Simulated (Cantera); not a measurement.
Source: NASA polynomial tables (part measured, part estimated), evaluated in Cantera. Values are per mole of reaction as written; species without (g) are pure solids or liquids, kept so even where they would boil at 1 bar.

2 O(g) + 2 B → B2O2(g), with ΔH° = -954.4 kJ and ΔS° = -91.2 J/K at 300 K.

Problem. How far is the shortcut ΔG° ≈ ΔH°(300 K) − T·ΔS°(300 K) from the full temperature-dependent value at 1975, 2025, 2075, 2125, 2175, 2225, 2275, 2325, 2375, 2425, 2475 K?

Solution. 
| T (K) | shortcut (kJ) | full (kJ) | difference (kJ) | difference in log10 K | condensed phases |
|---|---|---|---|---|---|
| 1975 | -774.2 | -747.9 | -26.4 | 0.70 | B(s) |
| 2025 | -769.7 | -742.0 | -27.7 | 0.71 | B(s) |
| 2075 | -765.1 | -736.2 | -29.0 | 0.73 | B(s) |
| 2125 | -760.6 | -730.3 | -30.3 | 0.74 | B(s) |
| 2175 | -756.0 | -724.4 | -31.6 | 0.76 | B(s) |
| 2225 | -751.4 | -718.5 | -33.0 | 0.77 | B(s) |
| 2275 | -746.9 | -712.5 | -34.4 | 0.79 | B(s) |
| 2325 | -742.3 | -706.6 | -35.7 | 0.80 | B(s) |
| 2375 | -737.8 | -699.5 | -38.2 | 0.84 | B(l) |
| 2425 | -733.2 | -691.4 | -41.8 | 0.90 | B(l) |
| 2475 | -728.6 | -683.3 | -45.4 | 0.96 | B(l) |
The shortcut ignores heat capacities and the phase changes listed.
